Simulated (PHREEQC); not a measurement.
A PHREEQC speciation (ion-association model, wateq4f.dat) at 85 °C gives pH 6.52 and these molalities:

```
species      mol/kgw
----------  --------
K+            0.0590
H2PO4-        0.0254
Zn+2          0.0207
HPO4-2        0.0180
SO4-2         0.0168
ZnSO4        0.00995
KSO4-        0.00441
ZnOH+        0.00141
Zn(SO4)2-2  0.000941
KHPO4-      0.000558
H3PO4        1.45e-6
OH-          1.43e-6
```

### Question
What are the element totals, and what could have been dissolved in 1 kg of water to give them?

### Answer
This is not unique; one that fits is totals K 0.0640, P 0.0440, S(6) 0.0330, Zn 0.0330 mol/kgw, from 0.012 mol/kgw H3PO4, 0.032 mol/kgw K2HPO4 and 0.033 mol/kgw ZnSO4.

No solid was allowed to form. Examples of supersaturated solids here: Zincite(c) (slow to form). Others may be too. H3PO4, which wateq4f.dat lacks, is added to it with the constant of phreeqc.dat. At this temperature some constants are extrapolated from 25 °C, and those without enthalpy data are left unchanged. The database has no phosphate complexes of Zn.
